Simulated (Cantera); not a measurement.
A closed system holds: 1 mol C₂F₆, 7.3 mol H₂, equilibrated at 1330 Pa.

Cantera equilibrium calculation (NASA polynomials, part measured and part estimated; ideal gas, pure solids and liquids). Candidate condensed phases: C, C₆H₆, C₇H₈, C₈H₁₈; 110 gas species. Ions and electrons are included (thermal ionisation). The feed counts by its element totals alone. The numbers say what is thermodynamically allowed, not how fast it happens. All values below are at 4500 K.

Base state: H 0.644, F 0.262, C 0.0879, HF 0.00491, H₂ 0.000463, CF 0.000397, C₂ 0.000354, e- 3.56e-5 (mole fractions); condensed: gas only.

Question: What changes in the equilibrium state with this change: H₂ from 7.3 to 0.14 mol?

Answer: 
```tsv
species	before	after
F	0.262	0.726
C	0.0879	0.235
H	0.644	0.0333
H₂	0.000463	1.24e-6
C₃	4.73e-6	9.03e-5
CF	0.000397	0.00294
CH	1.91e-5	2.63e-6
```
